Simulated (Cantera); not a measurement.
## Adiabatic ignition

An adiabatic, constant-pressure homogeneous reactor starts with 8.70 % CH4, 18.7 % O2, 70.4 % N2, 2.18 % H2O, equivalence ratio 0.93, at 1673 K and 1.00 atm.

Cantera simulation using GRI-Mech 3.0 (53 species, 325 reactions); the numbers are that mechanism's predictions, not measurements.

| t (s) | T (K) | x CH4 | x O2 | x H2O | x CH2O | x CO2 | x NO |
|---|---|---|---|---|---|---|---|
| 1.00e-5 | 1673 | 0.0870 | 0.187 | 0.0218 | 1.39e-6 | 1.10e-9 | <1e-12 |
| 2.28e-5 | 1673 | 0.0870 | 0.187 | 0.0218 | 8.65e-6 | 1.23e-8 | <1e-12 |
| 5.18e-5 | 1673 | 0.0868 | 0.187 | 0.0219 | 5.92e-5 | 1.94e-7 | 1.98e-12 |
| 0.000118 | 1675 | 0.0855 | 0.186 | 0.0226 | 0.000459 | 5.06e-6 | 1.41e-11 |
| 0.000268 | 2430 | 2.06e-10 | 0.0428 | 0.138 | 1.05e-9 | 0.0238 | 2.94e-5 |
| 0.000611 | 2759 | <1e-12 | 0.0305 | 0.153 | 2.46e-10 | 0.0470 | 0.00190 |
| 0.00139 | 2762 | <1e-12 | 0.0288 | 0.154 | 2.51e-10 | 0.0472 | 0.00589 |
| 0.00316 | 2757 | <1e-12 | 0.0272 | 0.154 | 2.54e-10 | 0.0471 | 0.0100 |
| 0.00720 | 2756 | <1e-12 | 0.0267 | 0.154 | 2.55e-10 | 0.0471 | 0.0113 |
| 0.0164 | 2756 | <1e-12 | 0.0266 | 0.154 | 2.56e-10 | 0.0471 | 0.0114 |
| 0.0373 | 2756 | <1e-12 | 0.0266 | 0.154 | 2.56e-10 | 0.0471 | 0.0114 |
| 0.0848 | 2756 | <1e-12 | 0.0266 | 0.154 | 2.56e-10 | 0.0471 | 0.0114 |
| 0.193 | 2756 | <1e-12 | 0.0266 | 0.154 | 2.56e-10 | 0.0471 | 0.0114 |
| 0.439 | 2756 | <1e-12 | 0.0266 | 0.154 | 2.56e-10 | 0.0471 | 0.0114 |
| 1.00 | 2756 | <1e-12 | 0.0266 | 0.154 | 2.56e-10 | 0.0471 | 0.0114 |
x: mole fraction; the columns are a selection and need not sum to one.

| Item | Result |
|---|---|
| time of steepest temperature rise | 0.263 ms |
| temperature at 1.00 s | 2756 K |
| equilibrium temperature | 2756 K |
| x(CH4) at 1.00 s | <1e-12 (gas-phase equilibrium <1e-12) |
| x(O2) at 1.00 s | 0.0266 (gas-phase equilibrium 0.0266) |
| x(H2O) at 1.00 s | 0.154 (gas-phase equilibrium 0.154) |
